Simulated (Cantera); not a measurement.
An isothermal plug-flow reactor at 975 K and 101000 Pa (inlet), inlet velocity 4.1 m/s, active area per volume 600 1/m; feed CH4 : O2 : N2 = 0.0039 : 0.034 : 0.79 (molar parts).

Computed with Cantera and Deutschmann's 1995 Pt surface mechanism with GRI-Mech 3.0 gas chemistry. Catalytic surfaces can have several steady states; this one follows from the mechanism file's or the stated starting coverage. Mass transfer to the wall is taken as infinitely fast.

x: gas mole fraction; θ: surface coverage.

```json
[
 {"z (m)": "0.00069", "x CH4": "0.00467", "x O2": "0.0410", "x H2O": "8.10e-5", "x CO2": "?", "x CO": "1.86e-6", "θ free Pt": "0.218", "θ O*": "0.782", "θ OH*": "0.000236"},
 {"z (m)": "0.0012", "x CH4": "0.00464", "x O2": "0.0409", "x H2O": "0.000140", "x CO2": "?", "x CO": "2.17e-6", "θ free Pt": "0.218", "θ O*": "0.782", "θ OH*": "0.000283"},
 {"z (m)": "0.0022", "x CH4": "0.00458", "x O2": "0.0408", "x H2O": "0.000256", "x CO2": "?", "x CO": "2.27e-6", "θ free Pt": "0.218", "θ O*": "0.782", "θ OH*": "0.000358"},
 {"z (m)": "0.0039", "x CH4": "0.00449", "x O2": "0.0406", "x H2O": "0.000449", "x CO2": "?", "x CO": "2.24e-6", "θ free Pt": "0.218", "θ O*": "0.781", "θ OH*": "0.000457"},
 {"z (m)": "0.0069", "x CH4": "0.00432", "x O2": "0.0403", "x H2O": "0.000782", "x CO2": "?", "x CO": "2.16e-6", "θ free Pt": "0.218", "θ O*": "0.781", "θ OH*": "0.000590"},
 {"z (m)": "0.012", "x CH4": "0.00405", "x O2": "0.0397", "x H2O": "0.00132", "x CO2": "?", "x CO": "2.03e-6", "θ free Pt": "0.219", "θ O*": "0.780", "θ OH*": "0.000757"},
 {"z (m)": "0.022", "x CH4": "0.00357", "x O2": "0.0388", "x H2O": "0.00229", "x CO2": "?", "x CO": "1.79e-6", "θ free Pt": "0.220", "θ O*": "0.779", "θ OH*": "0.000990"},
 {"z (m)": "0.039", "x CH4": "0.00286", "x O2": "0.0374", "x H2O": "0.00369", "x CO2": "?", "x CO": "1.44e-6", "θ free Pt": "0.221", "θ O*": "0.778", "θ OH*": "0.00126"},
 {"z (m)": "0.069", "x CH4": "0.00193", "x O2": "0.0355", "x H2O": "0.00556", "x CO2": "?", "x CO": "9.79e-7", "θ free Pt": "0.223", "θ O*": "0.775", "θ OH*": "0.00154"}
]
```

Q: What belongs in the gaps?

A: 
- 0.00069, x CO2: 3.86e-5
- 0.0012, x CO2: 6.80e-5
- 0.0022, x CO2: 0.000126
- 0.0039, x CO2: 0.000222
- 0.0069, x CO2: 0.000389
- 0.012, x CO2: 0.000658
- 0.022, x CO2: 0.00114
- 0.039, x CO2: 0.00184
- 0.069, x CO2: 0.00278
